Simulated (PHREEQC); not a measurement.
Make-up at 20 °C: 0.15 mol HF, 0.11 mol NH4HF2 and 0.004 mol (NH4)2SiF6 per kg of water. Closed to the air; pH follows from the charge balance.

Model: ion-association model, wateq4f.dat, run in PHREEQC.

```json
{
  "pH": "2.79",
  "ionic_strength": "0.124 mol/kgw",
  "activity_of_water": "0.993",
  "total_alkalinity": "-276 meq/kg"
}
```

```csv
species,molality,activity,log γ
HF,0.124,0.128,0.012
NH4+,0.118,0.0910,-0.113
F-,0.0762,0.0569,-0.127
H2F2,0.0492,0.0506,0.012
HF2-,0.0358,0.0267,-0.127
SiF6-2,0.00400,0.00141,-0.452
H+,0.00200,0.00163,-0.087
NH3,2.22e-8,2.22e-8,0.000
```

Precipitation was switched off in this run. wateq4f.dat counts part of the HF as a dimer, H2F2, which phreeqc.dat doesn't know; its constant is uncertain. SiF6-2 is the database's only silicon fluoride.
